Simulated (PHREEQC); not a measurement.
**Copper plating or etch bath (model solution)**

Dissolve 6.6 mmol/kgw CuSO4, 83 mmol/kgw HBF4 and 140 mmol/kgw NaCl at 25 °C. Closed to the air; pH follows from the charge balance.

The numbers come from PHREEQC with the ion-association model, wateq4f.dat.

Each row changes one thing in this solution. This is a speciation only: nothing precipitates in the calculation.

| case | pH | ionic strength (mol/kgw) | HSO4- (mol/kgw) | H3BO3 (mol/kgw) | SO4-2 (mol/kgw) | H2F2 (mol/kgw) |
|---|---|---|---|---|---|---|
| as made | 1.22 | 0.236 | 0.00420 | 0.00269 | 0.00186 | 0.000418 |
| CuSO4 from 0.0066 to 0.033 mol/kgw | 1.30 | 0.293 | 0.0175 | 0.00249 | 0.0100 | 0.000379 |
| CuSO4 from 0.0066 to 0.0132 mol/kgw | 1.24 | (withheld) | 0.00800 | 0.00263 | 0.00381 | 0.000407 |
| NaCl left out | 1.20 | (withheld) | 0.00470 | 0.00291 | 0.00160 | 0.000457 |
| 0.021 mol/kgw NaHCO3 added | 1.35 | 0.237 | 0.00368 | 0.00247 | 0.00222 | 0.000373 |
| CuSO4 replaced by NaHSO4 at the same molality | 1.18 | 0.231 | 0.00443 | 0.00275 | 0.00180 | 0.000431 |

**Question.** Fill in the missing entries.

**Answer.** 
- CuSO4 from 0.0066 to 0.0132 mol/kgw, ionic strength (mol/kgw): 0.251
- NaCl left out, ionic strength (mol/kgw): 0.0960

Species that the database lacks are ignored. Real BF4- forms and hydrolyses slowly; the run takes it at equilibrium.
